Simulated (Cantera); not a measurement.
Feed: 1 mol SiHCl₃, 27 mol N₂, held at 10000 Pa.

Method: chemical equilibrium by Gibbs-energy minimisation in Cantera with the NASA 1993 tables (ideal gas, pure condensed phases). Candidate condensed phases: NH₄Cl, Si, Si₃N₄; 28 gas species. N₂ is the only nitrogen source here; it is nearly inert below about 1500 K, so the nitride shown seldom forms there in practice. Equilibrium is a limit: real reactors are often held back by kinetics, nucleation or transport.

Q: Which condensed phases are stable at each of these points (T (°C)): 725, 800, 875, 950, 1025, 1100, 1175, 1250, 1325, 1400, 1475, 1550?

A: 
```
T (°C)  condensed phases  Si condensed (%)
------  ----------------  ----------------
725             Si₃N₄(s)              46.4
800             Si₃N₄(s)              46.7
875             Si₃N₄(s)              46.9
950             Si₃N₄(s)              46.8
1025            Si₃N₄(s)              45.9
1100            Si₃N₄(s)              43.4
1175            Si₃N₄(s)              37.0
1250            Si₃N₄(s)              24.9
1325            Si₃N₄(s)               9.6
1400            gas only               0.0
1475            gas only               0.0
1550            gas only               0.0
```

From 725 °C to 1325 °C the condensed part is Si₃N₄(s). From 1400 °C to 1550 °C nothing is condensed.
